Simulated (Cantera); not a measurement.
A closed system holds: 1 mol B₂O₃, 3.3 mol NH₃, 0.37 mol H₂, held at 0.100 bar.

Points: T (K) = 1175, 1225, 1275, 1325, 1375, 1425, 1475, 1525, 1575, 1625, 1675.

Cantera's Mixture.equilibrate('TP', solver="vcs", rtol=1e-11, max_steps=5000) on the NASA tables stopped like this:

```
e-01  N2 2.362e-01  H2O 1.926e-03  HBO2 1.635e-04
   condensed (mol): BN(s) 0.009317  B2O3(L) 0.9948
T = 1275 K  P = 10000 Pa  gas = 6.966 mol
   x: H2 7.616e-01  N2 2.362e-01  H2O 1.882e-03  HBO2 3.107e-04  HBO 1.323e-05
   condensed (mol): BN(s) 0.009435  B2O3(L) 0.9941
T = 1325 K  P = 10000 Pa  gas = 6.967 mol
   x: H2 7.614e-01  N2 2.361e-01  H2O 1.839e-03  HBO2 5.603e-04  HBO 3.696e-05
   condensed (mol): BN(s) 0.009759  B2O3(L) 0.993
T = 1375 K  P = 10000 Pa  gas = 6.969 mol
   x: H2 7.611e-01  N2 2.360e-01  H2O 1.797e-03  HBO2 9.645e-04  HBO 9.560e-05  B2O3 1.315e-05
   condensed (mol): BN(s) 0.01037  B2O3(L) 0.991
ERROR: FAILURE its = 5001!

*******************************************************************************
CanteraError thrown by MultiPhase::equilibrate:
VCS solver failed. Return code: -1
*******************************************************************************
```

Problem. What got this run through?

Solution. One answer among several that fit: The failure is numerical, not chemical. The same input converged with solver="gibbs", rtol=1e-10, max_steps=50000, and the result passed a check of the equilibrium conditions:
```
T = 1175 K  P = 10000 Pa  gas = 6.966 mol
   x: H2 7.617e-01  N2 2.362e-01  H2O 1.970e-03  HBO2 8.111e-05
   condensed (mol): BN(s) 0.009338  B2O3(L) 0.995
T = 1225 K  P = 10000 Pa  gas = 6.966 mol
   x: H2 7.617e-01  N2 2.362e-01  H2O 1.926e-03  HBO2 1.635e-04
   condensed (mol): BN(s) 0.009317  B2O3(L) 0.9948
T = 1275 K  P = 10000 Pa  gas = 6.966 mol
   x: H2 7.616e-01  N2 2.362e-01  H2O 1.882e-03  HBO2 3.107e-04  HBO 1.323e-05
   condensed (mol): BN(s) 0.009435  B2O3(L) 0.9941
T = 1325 K  P = 10000 Pa  gas = 6.967 mol
   x: H2 7.614e-01  N2 2.361e-01  H2O 1.839e-03  HBO2 5.603e-04  HBO 3.696e-05
   condensed (mol): BN(s) 0.009759  B2O3(L) 0.993
T = 1375 K  P = 10000 Pa  gas = 6.969 mol
   x: H2 7.611e-01  N2 2.360e-01  H2O 1.797e-03  HBO2 9.645e-04  HBO 9.560e-05  B2O3 1.315e-05
   condensed (mol): BN(s) 0.01037  B2O3(L) 0.991
T = 1425 K  P = 10000 Pa  gas = 6.971 mol
   x: H2 7.605e-01  N2 2.359e-01  H2O 1.755e-03  HBO2 1.593e-03  HBO 2.308e-04  B2O3 4.295e-05  H 1.881e-05
   condensed (mol): BN(s) 0.01132  B2O3(L) 0.9877
T = 1475 K  P = 10000 Pa  gas = 6.975 mol
   x: H2 7.594e-01  N2 2.356e-01  HBO2 2.534e-03  H2O 1.714e-03  HBO 5.235e-04  B2O3 1.289e-04  H 3.574e-05
   condensed (mol): BN(s) 0.01263  B2O3(L) 0.9821
T = 1525 K  P = 10000 Pa  gas = 6.983 mol
   x: H2 7.576e-01  N2 2.353e-01  HBO2 3.898e-03  H2O 1.672e-03  HBO 1.123e-03  B2O3 3.586e-04  H 6.511e-05  B2O2 1.161e-05
   condensed (mol): BN(s) 0.01418  B2O3(L) 0.9728
T = 1575 K  P = 10000 Pa  gas = 6.998 mol
   x: H2 7.545e-01  N2 2.347e-01  HBO2 5.813e-03  HBO 2.290e-03  H2O 1.629e-03  B2O3 9.316e-04  H 1.141e-04  B2O2 4.268e-05
   condensed (mol): BN(s) 0.01559  B2O3(L) 0.957
T = 1625 K  P = 10000 Pa  gas = 7.025 mol
   x: H2 7.492e-01  N2 2.337e-01  HBO2 8.425e-03  HBO 4.455e-03  B2O3 2.275e-03  H2O 1.582e-03  H 1.931e-04  B2O2 1.445e-04  BO 2.523e-05
   condensed (mol): BN(s) 0.01595  B2O3(L) 0.9297
T = 1675 K  P = 10000 Pa  gas = 7.077 mol
   x: H2 7.400e-01  N2 2.322e-01  HBO2 1.188e-02  HBO 8.298e-03  B2O3 5.250e-03  H2O 1.528e-03  B2O2 4.543e-04  H 3.158e-04  BO 7.305e-05
   condensed (mol): BN(s) 0.0133  B2O3(L) 0.8813
```

The gas is ideal and each condensed phase is pure. Mutual solubility and eutectic melting of coexisting phases are not modelled. Gases not in the tables: H3BO3.
